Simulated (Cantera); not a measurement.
Aluminium and copper etching: Al + Cl2

A closed system holds: 1 mol Al, 2.2 mol Cl2, held at 450 K and 31.5 Torr.

These are equilibrium values from Cantera (NASA tables, ideal gas, pure condensed phases), not measurements of a reactor. Candidate condensed phases: Al, AlCl3; 8 gas species. The numbers say what is thermodynamically allowed, not how fast it happens.

* **x(Cl2)**: 0.583
* **x(Al2Cl6)**: 0.416
* **x(AlCl3)**: 0.00139
* **gas amount**: 1.201 mol
* **log10 activity of AlCl3(s) (absent)**: -0.82
* **log10 activity of Al(s) (absent)**: -67.13
